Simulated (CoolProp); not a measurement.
Vapour pressure (MPa) of n-hexane: the reference equation beside estimates from Tc = 507.8 K, pc = 3.044 MPa, ω = 0.300.

Model: reference Helmholtz-energy equation of state, Thol 2019, in CoolProp.

```csv
T (K),reference,Lee-Kesler,van der Waals,Redlich-Kwong,Soave-Redlich-Kwong,Peng-Robinson
369.1,0.2217,0.2226,0.7373,0.3628,0.2224,0.2209
371.5,0.2361,0.2371,0.7613,0.3821,0.2370,0.2352
373.9,0.2511,0.2523,0.7858,0.4021,0.2523,0.2502
376.3,0.2669,0.2683,0.8108,0.4228,0.2683,0.2660
378.7,0.2834,0.2850,0.8364,0.4443,0.2851,0.2825
381.1,0.3007,0.3025,0.8624,0.4665,0.3026,0.2998
383.5,0.3188,0.3208,0.8890,0.4895,0.3210,0.3178
385.9,0.3376,0.3399,0.9160,0.5133,0.3403,0.3367
388.3,0.3574,0.3598,0.9436,0.5379,0.3603,0.3565
390.6,0.3771,0.3798,0.9706,0.5623,0.3804,0.3762
393,0.3985,0.4014,0.9992,0.5885,0.4023,0.3977
395.4,0.4208,0.4240,1.028,0.6155,0.4251,0.4201
```

Absolute difference from the reference over all 12 rows, mean and median: Lee-Kesler 0.6 and 0.6 %, van der Waals 185.0 and 182.8 %, Redlich-Kwong 54.6 and 54.3 %, Soave-Redlich-Kwong 0.7 and 0.7 %, Peng-Robinson 0.3 and 0.3 %.
